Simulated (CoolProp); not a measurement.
The fluid at 493.59 K and 0.776 MPa flows at 2.2 m/s in a round tube of 25 mm bore and 0.25 µm roughness, fully developed (64/Re and Nu = 3.66 if laminar; Colebrook and Gnielinski if turbulent). The same conditions are run with several fluids, on thermodynamics alone (safety and materials aside).

Values from CoolProp's reference Helmholtz-energy equation of state of each fluid (R507A: Lemmon 2003; R404A: Lemmon 2003; sulfur hexafluoride: Guder 2009; isobutane: Bücker 2006; n-heptane: Span 2003). Blends and air are pseudo-pure fits.

| fluid | Reynolds number | Darcy friction factor | pressure drop (Pa/m) | heat-transfer coefficient (W/(m² K)) | mass flow (kg/h) |
|---|---|---|---|---|---|
| R507A | 53300 | 0.0206 | 38.1 | 136 | 74.1 |
| R404A | 51900 | 0.0208 | 37.8 | 134 | 73.2 |
| sulfur hexafluoride | 64700 | 0.0198 | 53.6 | 149 | 109 |
| isobutane | 51600 | 0.0208 | 23.0 | 188 | 44.5 |
| n-heptane | 123000 | 0.0173 | 37.7 | 315 | 87.4 |

Transport values come from each fluid's own correlations.
